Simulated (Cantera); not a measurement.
Feed: 1 mol CuO, 0.32 mol CH₄, 0.23 mol CO, equilibrated at 2077 °C and 0.720 bar.

Equilibrium computed with Cantera from the NASA thermochemical tables; the gas is ideal and each condensed phase is pure. The numbers say what is thermodynamically allowed, not how fast it happens.

| species | before | after |
|---|---|---|
| H₂ | 0.116 | 0.660 |
| CO | 0.269 | 0.229 |
| Cu | 0.0938 | 0.0938 |
| H₂O | 0.365 | 3.94e-6 |
| CO₂ | 0.147 | 2.37e-7 |
| H | 0.00501 | 0.0119 |
| C₂H₂ (acetylene) | <1e-9 | 0.00364 |
| OH | 0.00271 | 1.23e-8 |
| O₂ | 0.000103 | <1e-9 |
| O | 7.92e-5 | <1e-9 |
| CuO | 6.47e-5 | <1e-9 |
| CH₄ | <1e-9 | 6.11e-5 |
| Cu(l), mol | 0.873 | 0.485 |
| C(graphite), mol | 0 | 0.760 |
Gas species are given as mole fractions.

Q: What was changed between the two runs?
A) temperature from 2077 °C to 1625 °C
B) CO from 0.23 to 2.4 mol
C) CH₄ from 0.32 to 1.8 mol
D) temperature from 2077 °C to 2350 °C

A: C, CH₄ from 0.32 to 1.8 mol
